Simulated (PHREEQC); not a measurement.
Dissolve 0.0018 mol CuSO4, 0.00055 mol H2SO4 and 0.29 mol KCl per kg of water at 55 °C. Closed to the air; pH follows from the charge balance.

All values are PHREEQC results (ion-association model, phreeqc.dat), not measurements.

```json
[
 {"quantity": "pH", "before": "3.10", "after": "2.68"},
 {"quantity": "SO4-2 (mol/kgw)", "before": "0.00131", "after": "0.00126"},
 {"quantity": "KSO4- (mol/kgw)", "before": "0.000950", "after": "0.000917"},
 {"quantity": "HSO4- (mol/kgw)", "before": "6.87e-5", "after": "0.000174"},
 {"quantity": "SI of Sylvite (KCl)", "before": "-2.46", "after": "-2.46"}
]
```

What was changed between the two runs?
A. CuSO4 replaced by KHSO4 at the same molality
B. diluted 5-fold with water
C. 0.026 mol/kgw LiNO3 added
D. CuSO4 from 0.0018 to 0.0009 mol/kgw

A, CuSO4 replaced by KHSO4 at the same molality

Precipitation was switched off in this run. At this temperature some constants are extrapolated from 25 °C, and those without enthalpy data are left unchanged.
